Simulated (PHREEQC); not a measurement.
Consider water at 25 °C with 0.033 mol/kgw H3PO4, 0.032 mol/kgw KOH and 0.19 mol/kgw NaCl. Closed to the air; pH follows from the charge balance.

The numbers come from PHREEQC with the ion-association model, wateq4f.dat.

No solid was allowed to form.

**Question.** Estimate the pH, activity of water.

**Answer.** pH 3.65; activity of water 0.992.

**Question.** In which forms is P present?

**Answer.** H2PO4- 98 %, H3PO4 2.3 % of the P.

H3PO4, which wateq4f.dat lacks, is added to it with the constant of phreeqc.dat.
